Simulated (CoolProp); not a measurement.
R410A at 482.4 K and 0.252 MPa is throttled through a valve to 0.0429 MPa with no heat exchange. Each further row changes one setting.

Model: reference Helmholtz-energy equation of state, Lemmon 2003, in CoolProp. It is a pseudo-pure fit of the blend.

```csv
case,temperature change (K),final density (kg/m³)
as stated,-0.9,[?]
outlet pressure 0.0129 MPa,[?],[?]
outlet pressure 0.0558 MPa,-0.9,[?]
```

**Question.** What belongs in the gaps?

**Answer.** 
- as stated, final density (kg/m³): 0.779
- outlet pressure 0.0129 MPa, temperature change (K): -1.1
- outlet pressure 0.0129 MPa, final density (kg/m³): 0.234
- outlet pressure 0.0558 MPa, final density (kg/m³): 1.01
